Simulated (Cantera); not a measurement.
# Equilibrium for nitride etching: BN + O2 + H2

A closed system holds: 1 mol BN, 9.5 mol O2, 14 mol H2, equilibrated at 2.80 Pa.

Equilibrium computed with Cantera from the NASA thermochemical tables; the gas is ideal and each condensed phase is pure. Candidate condensed phases: B, BN, B2O3, B3O3H3, H2O; 39 gas species. Equilibrium is a limit: real reactors are often held back by kinetics, nucleation or transport.

From 675 °C to 825 °C the condensed part is B2O3(l). From 875 °C to 1025 °C nothing is condensed. The main B-bearing gas is HBO2 throughout.

| T (°C) | x H2O | x O2 | x HBO2 | x N2 | x OH | x (HBO2)3 | x B2O3 | x NO | n B2O3(l) |
|---|---|---|---|---|---|---|---|---|---|
| 675 | 0.860 | 0.108 | 0.00145 | 0.0307 | 1.34e-6 | 0.000155 | 8.61e-9 | 2.42e-6 | 0.484 |
| 725 | 0.857 | 0.107 | 0.00440 | 0.0307 | 3.76e-6 | 0.000118 | 1.09e-7 | 4.32e-6 | 0.461 |
| 775 | 0.850 | 0.107 | 0.0119 | 0.0306 | 9.53e-6 | 9.16e-5 | 1.07e-6 | 7.28e-6 | 0.400 |
| 825 | 0.834 | 0.106 | 0.0291 | 0.0303 | 2.20e-5 | 7.10e-5 | 8.44e-6 | 1.16e-5 | 0.258 |
| 875 | 0.806 | 0.104 | 0.0595 | 0.0298 | 4.69e-5 | 4.21e-5 | 4.65e-5 | 1.77e-5 | 0 |
| 925 | 0.806 | 0.104 | 0.0596 | 0.0298 | 9.55e-5 | 3.69e-6 | 5.81e-5 | 2.64e-5 | 0 |
| 975 | 0.806 | 0.104 | 0.0595 | 0.0298 | 0.000184 | 3.95e-7 | 7.11e-5 | 3.82e-5 | 0 |
| 1025 | 0.806 | 0.104 | 0.0595 | 0.0298 | 0.000336 | 5.05e-8 | 8.57e-5 | 5.36e-5 | 0 |
x: gas mole fraction; n: condensed amount in mol.
